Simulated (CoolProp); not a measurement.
Computed with CoolProp (reference Helmholtz-energy equation of state, Akasaka 2023).

Q: For R1336mzz(E), give the phase and the density (kg/m³), expansivity (1/kK) at 277.7 K and 33.7 bar; 287.4 K and 33.7 bar; 355.4 K and 33.7 bar.

A: 
- 277.7 K and 33.7 bar: liquid; density 1400, expansivity 1.89
- 287.4 K and 33.7 bar: liquid; density 1370, expansivity 2.00
- 355.4 K and 33.7 bar: liquid; density 1140, expansivity 3.76
